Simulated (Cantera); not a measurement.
## Dilute partial oxidation

An isothermal, constant-pressure homogeneous reactor starts with 2.23 % CH2O, 0.593 % O2, 97.2 % N2, at 1223 K and 3750 Torr.

Model: GRI-Mech 3.0 (53 species, 325 reactions), integrated in Cantera.

```tsv
t (s)	x CH2O	x O2	x H2	x HO2	x HCN	x CO2	x O
1.00e-6	0.0223	0.00593	5.51e-8	7.40e-8	<1e-12	<1e-12	3.30e-11
4.90e-6	0.0223	0.00593	5.38e-7	4.31e-7	<1e-12	<1e-12	5.95e-11
2.40e-5	0.0223	0.00592	7.28e-6	2.77e-6	<1e-12	8.18e-11	2.44e-10
0.000118	0.0209	0.00551	0.000937	0.000120	<1e-12	1.26e-6	1.83e-8
0.000577	2.43e-8	0.000288	0.0117	6.55e-7	1.79e-10	0.00113	6.43e-6
0.00283	2.64e-9	6.29e-7	0.0121	1.39e-9	5.04e-10	0.00179	1.87e-9
0.0139	9.23e-10	2.85e-8	0.0124	5.01e-11	5.98e-10	0.00203	2.73e-11
0.0679	6.59e-10	2.27e-9	0.0125	1.87e-12	6.06e-10	0.00221	<1e-12
0.333	6.14e-10	2.09e-10	0.0127	<1e-12	6.07e-10	0.00235	<1e-12
1.63	6.07e-10	1.90e-11	0.0128	<1e-12	6.08e-10	0.00249	<1e-12
8.00	6.08e-10	<1e-12	0.0130	<1e-12	6.09e-10	0.00265	<1e-12
```
x: mole fraction; the columns are a selection and need not sum to one.

Equilibrium at this temperature and pressure: CH2O 6.30e-10, O2 <1e-12, H2 0.0153, HO2 <1e-12, HCN 6.84e-8, CO2 0.00502, O <1e-12 (gas phase only).
